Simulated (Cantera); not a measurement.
Mixture: CH3OH : O2 : N2 = 1 : 0.882 : 2.29 (molar parts), at 5.00 bar, adiabatic and at constant pressure. Ignition delay is the time to a rise of 400 K.

Computed with Cantera and GRI-Mech 3.0 (53 species, 325 reactions). GRI-Mech 3.0 was tuned for natural gas; its chemistry of methanol as a main component is partial and can be far from experiment.

Problem. What does this change do: pressure from 5.00 bar to 1.00 bar?

Solution. 
```
quantity                                                before       after
--------------------------------------------------  ----------  ----------
delay at 1175 K                                        3.16 ms     12.1 ms
delay at 1275 K                                       0.632 ms     2.47 ms
delay at 1375 K                                       0.164 ms    0.655 ms
delay at 1475 K                                        52.9 µs    0.216 ms
delay at 1575 K                                        20.5 µs     85.9 µs
delay at 1675 K                                        9.26 µs     39.4 µs
apparent activation energy between 1475 and 1675 K  180 kJ/mol  170 kJ/mol
```
